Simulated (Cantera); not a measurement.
A perfectly stirred reactor is fed with 0.901 % CH4, 99.1 % N2, at 0.00158 atm; it is held at 1475 K, and followed from long to short residence time.

Model: GRI-Mech 3.0 (53 species, 325 reactions), integrated in Cantera. GRI-Mech 3.0 stops at C3 and has no aromatics, soot or wall deposition, so with more carbon than oxygen in the feed, carbon stays in small species such as C2H2 where larger ones or solid carbon would form. Radical loss at walls, strong at low pressure, is not modelled.

Question: Predict: x(CH4) at τ = 17.0 s; x(HCN) at τ = 17.0 s; x(H) at τ = 17.0 s; x(CH2) at τ = 17.0 s; x(CH4) at τ = 0.210 s; x(H) at τ = 0.210 s.

Answer: 
- x(CH4) at τ = 17.0 s: 0.00819
- x(HCN) at τ = 17.0 s: 3.12e-9
- x(H) at τ = 17.0 s: 6.13e-7
- x(CH2) at τ = 17.0 s: 1.70e-8
- x(CH4) at τ = 0.210 s: 0.00901
- x(H) at τ = 0.210 s: 1.08e-8
